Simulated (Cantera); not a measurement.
An isothermal, constant-pressure homogeneous reactor starts with 2.78 % C₂H₆, 97.2 % N₂, at 2000 K and 10.00 Torr.

Cantera simulation using GRI-Mech 3.0 (53 species, 325 reactions); the numbers are that mechanism's predictions, not measurements. GRI-Mech 3.0 stops at C3 and has no aromatics, soot or wall deposition, so with more carbon than oxygen in the feed, carbon stays in small species such as C2H2 where larger ones or solid carbon would form. Radical loss at walls, strong at low pressure, is not modelled.

Predict: x(CH₄) at 40.0 s; x(CH₃) at 40.0 s; x(H₂) at 40.0 s; x(C₂H₄) at 40.0 s; x(C₂H₂) at 40.0 s.


```
Quantity                                             Value
-----------------  ---------------------------------------
x(CH₄) at 40.0 s   6.99e-8 (gas-phase equilibrium 1.56e-7)
x(CH₃) at 40.0 s   8.66e-8 (gas-phase equilibrium 1.94e-7)
x(H₂) at 40.0 s      0.0510 (gas-phase equilibrium 0.0510)
x(C₂H₄) at 40.0 s  1.19e-7 (gas-phase equilibrium 2.04e-8)
x(C₂H₂) at 40.0 s   0.0261 (gas-phase equilibrium 0.00448)
```
